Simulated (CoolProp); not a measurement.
Vapour-liquid equilibrium of CH2F2 (R32) (1) + methanol (2) at 312.3 K; x and y are mole fractions of (1).

Computed with CoolProp (multi-fluid Helmholtz-energy mixture model, Tillner-Roth 1997 and de Reuck 1993; pair parameters Bell 2016).

| x | bubble pressure (MPa) | y at the bubble point | dew pressure at overall composition x (MPa) | liquid density (mol/L) |
|---|---|---|---|---|
| 0.05 | 0.3522 | 0.901 | 0.03595 | 23.97 |
| 0.125 | 0.7587 | 0.953 | 0.03902 | 23.73 |
| 0.2 | 1.079 | 0.966 | 0.04264 | 23.44 |
| 0.275 | 1.319 | 0.971 | 0.04702 | 23.12 |
| 0.35 | 1.490 | 0.975 | 0.05243 | 22.77 |
| 0.425 | 1.610 | 0.976 | 0.05926 | 22.37 |
| 0.5 | 1.695 | 0.978 | 0.06816 | 21.93 |
| 0.575 | 1.761 | 0.979 | 0.08023 | 21.43 |
| 0.65 | 1.823 | 0.980 | 0.09752 | 20.89 |
| 0.725 | 1.894 | 0.982 | 0.1243 | 20.28 |
| 0.8 | 1.986 | 0.984 | 0.1715 | 19.59 |
| 0.875 | 2.109 | 0.988 | 0.2767 | 18.82 |
| 0.95 | 2.279 | 0.994 | 0.7179 | 17.93 |

No azeotrope shows between x = 0.05 and 0.95.

The pair parameters rest on a limited set of measurements; away from them the model extrapolates. The gap from Raoult's law changes sign with composition, which may be real or a fault of the pair parameters; it wasn't checked against measurements. With so large a gap from Raoult's law the liquid may split in two, which this calculation doesn't test in full.
